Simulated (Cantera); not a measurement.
An adiabatic, constant-volume homogeneous reactor starts with C3H8 : O2 : N2 : H2O = 1 : 2.17 : 8.17 : 0.67 (molar parts), equivalence ratio 2.3, at 1173 K and 3.10 bar. Integrator tolerance rtol = 1e-08.

Detailed kinetics in Cantera: GRI-Mech 3.0 (53 species, 325 reactions). GRI-Mech 3.0 was tuned for natural gas; its chemistry of propane as a main component is partial and can be far from experiment.

Task: What does this change do: O2 2.17 to 1.7 parts?

Result: 
```
quantity                                                            before                                      after
---------------------------------  ---------------------------------------  -----------------------------------------
time of steepest temperature rise                                  6.38 ms                                    7.45 ms
temperature at 2.00 s                                               2438 K                                     1996 K
equilibrium temperature                                             2438 K                                     1996 K
x(C3H8) at 2.00 s                    <1e-12 (gas-phase equilibrium <1e-12)      <1e-12 (gas-phase equilibrium <1e-12)
x(O2) at 2.00 s                    8.03e-7 (gas-phase equilibrium 8.03e-7)  6.56e-10 (gas-phase equilibrium 6.55e-10)
x(H2O) at 2.00 s                       0.109 (gas-phase equilibrium 0.109)      0.0579 (gas-phase equilibrium 0.0579)
x(CH4) at 2.00 s                   2.93e-9 (gas-phase equilibrium 3.29e-9)    9.64e-8 (gas-phase equilibrium 1.08e-7)
x(HO2) at 2.00 s                   1.87e-9 (gas-phase equilibrium 1.87e-9)  1.45e-12 (gas-phase equilibrium 1.45e-12)
x(C2H6) at 2.00 s                    <1e-12 (gas-phase equilibrium <1e-12)      <1e-12 (gas-phase equilibrium <1e-12)
x(O) at 2.00 s                     3.26e-6 (gas-phase equilibrium 3.26e-6)    6.21e-9 (gas-phase equilibrium 6.20e-9)
```

Task: What does this change do: 0.079 parts H2 added?

Result: 
```csv
quantity,before,after
time of steepest temperature rise,6.38 ms,5.83 ms
temperature at 2.00 s,2438 K,2432 K
equilibrium temperature,2438 K,2432 K
x(C3H8) at 2.00 s,<1e-12 (gas-phase equilibrium <1e-12),<1e-12 (gas-phase equilibrium <1e-12)
x(O2) at 2.00 s,8.03e-7 (gas-phase equilibrium 8.03e-7),7.31e-7 (gas-phase equilibrium 7.31e-7)
x(H2O) at 2.00 s,0.109 (gas-phase equilibrium 0.109),0.109 (gas-phase equilibrium 0.109)
x(CH4) at 2.00 s,2.93e-9 (gas-phase equilibrium 3.29e-9),3.16e-9 (gas-phase equilibrium 3.55e-9)
x(HO2) at 2.00 s,1.87e-9 (gas-phase equilibrium 1.87e-9),1.71e-9 (gas-phase equilibrium 1.71e-9)
x(C2H6) at 2.00 s,<1e-12 (gas-phase equilibrium <1e-12),<1e-12 (gas-phase equilibrium <1e-12)
x(O) at 2.00 s,3.26e-6 (gas-phase equilibrium 3.26e-6),3.04e-6 (gas-phase equilibrium 3.04e-6)
```
